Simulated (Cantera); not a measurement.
# Thermodynamics of carbothermic reduction, feed Fe3O4 + CH4 + N2 + C

Feed: 1 mol Fe3O4, 2.3 mol CH4, 2 mol N2, 4.2 mol C, held at 75.0 Torr.

Equilibrium computed with Cantera from the NASA thermochemical tables; the gas is ideal and each condensed phase is pure. Candidate condensed phases: C, C6H6, C7H8, C8H18, Fe, Fe(CO)5, FeO, Fe(OH)2, Fe(OH)3, Fe2O3, Fe3O4, H2O; 140 gas species. Iron dissolves carbon and melts from about 1420 K in contact with it, which pure phases cannot show. Condensed phases not in the tables: cementite and carbon dissolved in iron. Kinetics and transport are ignored.

```
T (K)   x H2   x CO   x N2      x Fe       x H     x HCN  x C2H2 (acetylene)  n C(graphite)  n Fe(α)  n Fe(γ)  n Fe(δ)  n Fe(l)
-----  -----  -----  -----  --------  --------  --------  ------------------  -------------  -------  -------  -------  -------
1073   0.432  0.373  0.190  4.15e-12   2.91e-8   4.41e-6             3.10e-9           2.53     3.00        0        0        0
1223   0.433  0.377  0.189   1.06e-9   6.26e-7   2.74e-5             6.79e-8           2.50        0     3.00        0        0
1373   0.434  0.377  0.189   7.80e-8   6.94e-6  0.000114             7.50e-7           2.50        0     3.00        0        0
1523   0.434  0.377  0.189   2.43e-6   4.81e-5  0.000355             5.12e-6           2.50        0     3.00        0        0
1673   0.433  0.377  0.188   4.01e-5  0.000237  0.000900             2.47e-5           2.49        0        0     3.00        0
1823   0.432  0.377  0.188  0.000407  0.000901   0.00195             9.13e-5           2.48        0        0        0     3.00
1973   0.429  0.376  0.186   0.00268   0.00279   0.00374            0.000275           2.45        0        0        0     2.97
2123   0.419  0.371  0.182    0.0133   0.00734   0.00642            0.000694           2.41        0        0        0     2.86
2273   0.392  0.354  0.172    0.0530    0.0166   0.00983             0.00148           2.35        0        0        0     2.40
2423   0.325  0.305  0.146     0.175    0.0320    0.0126             0.00252           2.25        0        0        0    0.700
```
x: gas mole fraction; n: condensed amount in mol.

At 1073 K the condensed part is C(graphite) + Fe(α). From 1223 K to 1523 K the condensed part is C(graphite) + Fe(γ). At 1673 K the condensed part is C(graphite) + Fe(δ). From 1823 K to 2423 K the condensed part is C(graphite) + Fe(l).
